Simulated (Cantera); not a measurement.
**Gas-phase reforming**

An isothermal, constant-pressure homogeneous reactor starts with CH4 : H2O = 1 : 1.9 (molar parts), at 1625 K and 1.00 atm.

Computed with Cantera and GRI-Mech 3.0 (53 species, 325 reactions).

```
t (s)       x CH4  x H2O      x CO       x O    x CH2     x C2H   x HO2
--------  -------  -----  --------  --------  -------  --------  ------
4.00e-5     0.344  0.655   1.02e-9  3.05e-11  8.26e-9    <1e-12  <1e-12
9.65e-5     0.344  0.655   3.85e-8  8.37e-11  2.28e-8    <1e-12  <1e-12
0.000233    0.343  0.655   7.52e-7  1.58e-10  4.33e-8  1.76e-12  <1e-12
0.000561    0.339  0.654   1.01e-5  2.90e-10  7.99e-8  3.95e-11  <1e-12
0.00135     0.326  0.650   8.93e-5  4.03e-10  1.14e-7  6.49e-10  <1e-12
0.00326     0.297  0.637  0.000388  3.23e-10  1.02e-7   4.64e-9  <1e-12
0.00787     0.248  0.610   0.00110  1.97e-10  8.33e-8   1.38e-8  <1e-12
0.0190      0.185  0.574   0.00293  1.23e-10  7.05e-8   2.41e-8  <1e-12
0.0458      0.119  0.533   0.00740  8.65e-11  6.02e-8   3.31e-8  <1e-12
0.110      0.0687  0.485    0.0173  7.22e-11  4.96e-8   3.79e-8  <1e-12
0.266      0.0440  0.426    0.0380  6.66e-11  3.59e-8   3.38e-8  <1e-12
0.642      0.0347  0.353    0.0730  6.11e-11  2.16e-8   2.27e-8  <1e-12
1.55       0.0266  0.279     0.116  5.65e-11  1.10e-8   1.18e-8  <1e-12
3.73       0.0173  0.220     0.154  5.28e-11  4.74e-9   4.45e-9  <1e-12
9.00      0.00840  0.185     0.177  4.94e-11  1.66e-9  9.50e-10  <1e-12
```
x: mole fraction; the columns are a selection and need not sum to one.

Equilibrium at this temperature and pressure: CH4 3.08e-7, H2O 0.168, CO 0.188, O 4.60e-11, CH2 <1e-12, C2H <1e-12, HO2 <1e-12 (gas phase only).
